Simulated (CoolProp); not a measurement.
Vapour-liquid equilibrium of toluene (1) + n-nonane (2) at 0.15 °C; x and y are mole fractions of (1).

Model: multi-fluid Helmholtz-energy mixture model, Lemmon 2006 and Lemmon 2006; pair parameters Bell 2016, in CoolProp.

Q: Give the bubble pressure and the first vapour's composition at x = 0.05, 0.2, 0.35. Is there an azeotrope?

A: x = 0.05: 0.0001732 MPa, y = 0.441; x = 0.2: 0.0003602 MPa, y = 0.770; x = 0.35: 0.0005042 MPa, y = 0.861. No azeotrope shows between x = 0.05 and 0.95.

The pair parameters rest on a limited set of measurements; away from them the model extrapolates.
